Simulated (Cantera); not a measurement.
A closed system holds: 1 mol Si₃N₄, 1.7 mol F₂, 9.1 mol N₂, at 775 °C and 0.00750 Torr.

Cantera equilibrium calculation (NASA polynomials, part measured and part estimated; ideal gas, pure solids and liquids). Candidate condensed phases: Si, Si₃N₄; 16 gas species. The tables' values for SiF₃ are old estimates; treat these amounts as uncertain. The numbers say what is thermodynamically allowed, not how fast it happens.

Base state: N₂ 0.919, SiF₄ 0.0804, SiF₃ 0.000519 (mole fractions); condensed: Si₃N₄(s).

Question: What changes in the equilibrium state with this change: F₂ from 1.7 to 3.9 mol?

Answer: 
```
species          before     after
-------------  --------  --------
N₂                0.919     0.842
SiF₄             0.0804     0.157
SiF₃           0.000519  0.000870
Si₃N₄(s), mol     0.716     0.349
```
